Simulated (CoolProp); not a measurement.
A simple Rankine cycle with c-C4F8 (RC318): condensing at 331.15 K, boiler at 2.08 MPa, turbine inlet 378.9 K, turbine efficiency 0.7, pump efficiency 0.6, no recuperator. Each further row changes one setting.

Model: reference Helmholtz-energy equation of state, Platzer 1990, in CoolProp. This equation is an older, rougher fit; its heat capacities, sound speeds and derivatives of the liquid may be far off and weren't checked against measurements.

| case | thermal efficiency (%) | net work (kJ/kg) | heat in (kJ/kg) | turbine exit temperature (K) | volume ratio over the turbine |
|---|---|---|---|---|---|
| as stated | 5.2 | 5.93 | 113 | … | … |
| turbine inlet 398.9 K | 5.2 | … | … | 377.1 | 3.04 |
| condensing temperature 323.15 K | … | … | 123 | 348.9 | 4.25 |
| boiler pressure 1.46 MPa | 3.7 | 4.54 | 124 | … | 2.00 |
| turbine efficiency 0.6 | 4.3 | 4.86 | 113 | 353.9 | 3.40 |

Task: What belongs in the gaps?

Result: 
- as stated, turbine exit temperature (K): 352.7
- as stated, volume ratio over the turbine: 3.38
- turbine inlet 398.9 K, net work (kJ/kg): 7.12
- turbine inlet 398.9 K, heat in (kJ/kg): 137
- condensing temperature 323.15 K, thermal efficiency (%): 6.2
- condensing temperature 323.15 K, net work (kJ/kg): 7.59
- boiler pressure 1.46 MPa, turbine exit temperature (K): 365.9
